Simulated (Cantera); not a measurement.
An isothermal, constant-pressure homogeneous reactor starts with 2.10 % CH₂O, 2.48 % O₂, 95.4 % N₂, equivalence ratio 0.85, at 1198 K and 19.0 bar.

Cantera simulation using GRI-Mech 3.0 (53 species, 325 reactions); the numbers are that mechanism's predictions, not measurements. The pressure lies above the range GRI-Mech 3.0 was tuned for (to about 10 atm). The temperature is held fixed by assumption; the heat of reaction is taken as removed at once.

x: mole fraction; the columns are a selection and need not sum to one.

```csv
t (s),x CH₂O,x O₂,x CO₂,x HO₂,x HCN,x H₂
8.00e-6,0.0210,0.0248,4.94e-10,(withheld),<1e-12,4.90e-6
2.18e-5,0.0208,0.0247,5.07e-8,(withheld),<1e-12,4.86e-5
5.94e-5,0.0171,0.0227,1.84e-5,(withheld),<1e-12,0.00104
0.000162,0.000276,0.0159,0.00117,(withheld),<1e-12,0.00477
0.000442,1.60e-6,0.0146,0.00237,(withheld),<1e-12,0.00340
0.00120,3.20e-9,0.0132,0.00395,(withheld),<1e-12,0.00206
0.00328,5.29e-10,0.0112,0.00678,(withheld),<1e-12,0.000732
0.00894,1.43e-10,0.00890,0.0108,(withheld),<1e-12,0.000145
0.0244,3.91e-11,0.00646,0.0157,(withheld),<1e-12,4.88e-5
0.0665,3.85e-12,0.00465,0.0193,(withheld),<1e-12,2.10e-5
0.181,<1e-12,0.00397,0.0207,(withheld),<1e-12,5.37e-6
0.494,<1e-12,0.00383,0.0210,(withheld),<1e-12,6.45e-7
1.35,<1e-12,0.00382,0.0210,8.53e-10,<1e-12,1.69e-9
3.67,<1e-12,0.00382,0.0210,6.21e-10,<1e-12,9.57e-10
10.0,<1e-12,0.00382,0.0210,6.21e-10,<1e-12,9.56e-10
```

### Question
Fill in the missing entries.

### Answer

- 8.00e-6, x HO₂: 9.36e-6
- 2.18e-5, x HO₂: 4.72e-5
- 5.94e-5, x HO₂: 0.000263
- 0.000162, x HO₂: 0.000105
- 0.000442, x HO₂: 3.25e-5
- 0.00120, x HO₂: 2.46e-5
- 0.00328, x HO₂: 1.56e-5
- 0.00894, x HO₂: 9.42e-6
- 0.0244, x HO₂: 6.00e-6
- 0.0665, x HO₂: 2.90e-6
- 0.181, x HO₂: 9.26e-7
- 0.494, x HO₂: 1.34e-7
